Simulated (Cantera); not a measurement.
Charge: 1 mol HBr, 0.27 mol O2, equilibrated at 0.100 bar.

Method: chemical equilibrium by Gibbs-energy minimisation in Cantera with the NASA 1993 tables (ideal gas, pure condensed phases). Candidate condensed phases: Br2, H2O; 12 gas species. Rates play no part. All values below are at 1525 K.

Base state: Br 0.363, H2O 0.295, HBr 0.170, Br2 0.114, O2 0.0576, OH 0.000214, H2 1.02e-5 (mole fractions); condensed: gas only.

**Question.** What changes in the equilibrium state with this change: O2 from 0.27 to 1.9 mol?

**Answer.** 
```json
[
 {"species": "O2", "before": "0.0576", "after": "0.560"},
 {"species": "Br", "before": "0.363", "after": "0.214"},
 {"species": "H2O", "before": "0.295", "after": "0.146"},
 {"species": "HBr", "before": "0.170", "after": "0.0399"},
 {"species": "Br2", "before": "0.114", "after": "0.0395"},
 {"species": "H2", "before": "1.02e-5", "after": "1.63e-6"},
 {"species": "O", "before": "4.30e-6", "after": "1.34e-5"},
 {"species": "OH", "before": "0.000214", "after": "0.000266"}
]
```

**Question.** What changes in the equilibrium state with this change: O2 from 0.27 to 4.8 mol?

**Answer.** 
| species | before | after |
|---|---|---|
| O2 | 0.0576 | 0.769 |
| Br | 0.363 | 0.125 |
| H2O | 0.295 | 0.0762 |
| HBr | 0.170 | 0.0156 |
| Br2 | 0.114 | 0.0136 |
| H2 | 1.02e-5 | 7.22e-7 |
| O | 4.30e-6 | 1.57e-5 |
| OH | 0.000214 | 0.000208 |
